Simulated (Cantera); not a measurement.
A perfectly stirred reactor is fed with N2O : O2 = 1 : 0.1 (molar parts), at 23.3 Torr; it is held at 1525 K, and followed from long to short residence time.

Cantera simulation using GRI-Mech 3.0 (53 species, 325 reactions); the numbers are that mechanism's predictions, not measurements. GRI-Mech 3.0 was tuned for natural gas; its chemistry of N2O as a main component is partial and can be far from experiment. Radical loss at walls, strong at low pressure, is not modelled. The temperature is held fixed by assumption; the heat of reaction is taken as removed at once.

x: mole fraction; the columns are a selection and need not sum to one.

```json
[
 {"τ (s)": "1.2", "x N2O": "0.178", "x O2": "0.254", "x NO2": "…", "x NO": "0.130", "x O": "8.89e-5"},
 {"τ (s)": "0.61", "x N2O": "0.294", "x O2": "0.228", "x NO2": "…", "x NO": "0.110", "x O": "8.98e-5"},
 {"τ (s)": "0.31", "x N2O": "0.440", "x O2": "0.196", "x NO2": "…", "x NO": "0.0839", "x O": "9.03e-5"},
 {"τ (s)": "0.15", "x N2O": "0.599", "x O2": "0.160", "x NO2": "…", "x NO": "0.0555", "x O": "9.05e-5"},
 {"τ (s)": "0.077", "x N2O": "0.718", "x O2": "0.133", "x NO2": "…", "x NO": "0.0342", "x O": "9.06e-5"},
 {"τ (s)": "0.038", "x N2O": "0.804", "x O2": "0.114", "x NO2": "…", "x NO": "0.0189", "x O": "9.05e-5"},
 {"τ (s)": "0.019", "x N2O": "0.853", "x O2": "0.103", "x NO2": "…", "x NO": "0.01000", "x O": "9.04e-5"},
 {"τ (s)": "0.0096", "x N2O": "0.880", "x O2": "0.0973", "x NO2": "…", "x NO": "0.00519", "x O": "9.00e-5"},
 {"τ (s)": "0.0048", "x N2O": "0.894", "x O2": "0.0941", "x NO2": "…", "x NO": "0.00261", "x O": "8.92e-5"},
 {"τ (s)": "0.0024", "x N2O": "0.902", "x O2": "0.0925", "x NO2": "…", "x NO": "0.00130", "x O": "8.77e-5"}
]
```

### Question
What belongs in the gaps?

### Answer

- 1.2, x NO2: 4.65e-5
- 0.61, x NO2: 3.70e-5
- 0.31, x NO2: 2.61e-5
- 0.15, x NO2: 1.54e-5
- 0.077, x NO2: 8.43e-6
- 0.038, x NO2: 3.96e-6
- 0.019, x NO2: 1.68e-6
- 0.0096, x NO2: 6.39e-7
- 0.0048, x NO2: 2.09e-7
- 0.0024, x NO2: 6.07e-8
